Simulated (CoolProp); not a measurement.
Model: reference Helmholtz-energy equation of state, Lemmon 2006, in CoolProp. It is a short technical equation, of lower accuracy than the large ones.

Give the vapour pressure (kPa), vapour density (kg/m³), enthalpy of vaporisation (kJ/kg), surface tension (mN/m) of saturated C2F6 (R116) at 214.7, 218.9, 227.5 K.


| T (K) | p (kPa) | vapour density (kg/m³) | enthalpy of vaporisation (kJ/kg) | surface tension (mN/m) |
|---|---|---|---|---|
| 214.7 | 261 | 22.1 | 108 | 8.42 |
| 218.9 | 312 | 26.2 | 106 | 7.87 |
| 227.5 | 438 | 36.6 | 101 | 6.77 |

Surface tension comes from a separate correlation (Mulero 2012).
